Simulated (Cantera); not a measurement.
A Cantera script and its output.

```python
import numpy as np
import cantera as ct

gas = ct.Solution("h2o2.yaml")
gas.TPX = 1025, 2666, {'H2': 0.23, 'O2': 1}
reactor = ct.IdealGasConstPressureReactor(gas, energy="off", clone=False)
net = ct.ReactorNet([reactor])
net.rtol, net.atol = 1e-08, 1e-18
show = ['H2', 'O2', 'O', 'H', 'HO2', 'H2O2', 'H2O']
times = np.geomspace(6e-05, 200, 15)

steps = ct.SolutionArray(gas, extra=["t"])
rows = []
print(f"{'t/s':>10s}{'T/K':>9s}{'P/Pa':>11s}" + "".join(f"{s:>11s}" for s in show))
for t in times:
    while net.time < t:
        t_next = net.step()
        steps.append(gas.state, t=t_next)
    rows.append([np.interp(t, steps.t, y) for y in (steps.T, steps.P, *steps(*show).X.T)])
    print(f"{t:10.3e}{rows[-1][0]:9.1f}{rows[-1][1]:11.4g}" + "".join(f"{x:11.3e}" for x in rows[-1][2:]))
rate = np.gradient(steps.T, steps.t)
print("integrator steps:", len(steps.t))
if steps.T.max() > steps.T[0] + 200:
    print(f"time of steepest temperature rise: {steps.t[rate.argmax()]:.4e} s")
gas.TPX = 1025, 2666, {'H2': 0.23, 'O2': 1}
gas.equilibrate("TP")
print(f"equilibrium (TP): T = {gas.T:.1f} K  " + "  ".join(f"{s} {gas[s].X[0]:.3e}" for s in show))
```

It prints:

```
       t/s      T/K       P/Pa         H2         O2          O          H        HO2       H2O2        H2O
 6.000e-05   1025.0       2666  1.870e-01  8.130e-01  1.144e-10  3.465e-10  3.483e-10  5.378e-14  1.195e-10
 1.754e-04   1025.0       2666  1.870e-01  8.130e-01  1.110e-09  2.140e-09  1.054e-09  4.681e-13  2.287e-09
 5.129e-04   1025.0       2666  1.870e-01  8.130e-01  8.946e-08  1.589e-07  7.422e-09  5.692e-12  2.499e-07
 1.499e-03   1025.0       2666  1.419e-01  7.904e-01  1.005e-02  2.098e-02  1.475e-05  4.742e-07  3.289e-02
 4.384e-03   1025.0       2666  3.599e-03  7.803e-01  1.080e-02  7.978e-03  2.823e-05  1.039e-06  1.943e-01
 1.282e-02   1025.0       2666  3.059e-04  7.927e-01  8.008e-04  1.219e-04  1.171e-05  7.629e-07  2.054e-01
 3.747e-02   1025.0       2666  3.048e-05  7.936e-01  7.760e-05  3.627e-06  2.518e-06  3.559e-07  2.061e-01
 1.095e-01   1025.0       2666  3.405e-06  7.937e-01  1.153e-05  2.085e-07  4.864e-07  1.376e-07  2.062e-01
 3.203e-01   1025.0       2666  4.830e-07  7.937e-01  2.390e-06  1.950e-08  1.108e-07  5.164e-08  2.063e-01
 9.363e-01   1025.0       2666  1.003e-07  7.937e-01  6.154e-07  2.528e-09  3.008e-08  1.955e-08  2.063e-01
 2.737e+00   1025.0       2666  2.646e-08  7.937e-01  1.789e-07  3.946e-10  9.214e-09  7.347e-09  2.063e-01
 8.003e+00   1025.0       2666  7.828e-09  7.937e-01  5.562e-08  6.825e-11  3.242e-09  2.703e-09  2.063e-01
 2.340e+01   1025.0       2666  2.472e-09  7.937e-01  1.804e-08  1.260e-11  1.611e-09  9.769e-10  2.063e-01
 6.841e+01   1025.0       2666  8.336e-10  7.937e-01  6.145e-09  2.520e-12  1.465e-09  3.578e-10  2.063e-01
 2.000e+02   1025.0       2666  3.502e-10  7.937e-01  2.531e-09  6.878e-13  1.894e-09  1.564e-10  2.063e-01
integrator steps: 2133
equilibrium (TP): T = 1025.0 K  H2 2.582e-10  O2 7.937e-01  O 1.812e-09  H 4.315e-13  HO2 2.164e-09  H2O2 1.155e-10  H2O 2.063e-01
```

Model: the H2/O2 subset of GRI-Mech 3.0, which has no nitrogen chemistry, integrated in Cantera. Radical loss at walls, strong at low pressure, is not modelled. The temperature is held fixed by assumption; the heat of reaction is taken as removed at once.
